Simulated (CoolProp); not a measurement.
Model: reference Helmholtz-energy equation of state, Lemmon 2006, in CoolProp. It is a short technical equation, of lower accuracy than the large ones.

Problem. For CH3F (R41), give the phase and the density (kg/m³), cp (kJ/(kg K)), speed of sound (m/s), fugacity coefficient at 425 K and 2660 kPa; 425 K and 3540 kPa; 425 K and 6200 kPa.

Solution. 
- 425 K and 2660 kPa: gas; density 27.4, cp 1.48, speed of sound 343, fugacity coefficient 0.936
- 425 K and 3540 kPa: gas; density 37.4, cp 1.53, speed of sound 339, fugacity coefficient 0.916
- 425 K and 6200 kPa: supercritical; density 70.3, cp 1.70, speed of sound 329, fugacity coefficient 0.858
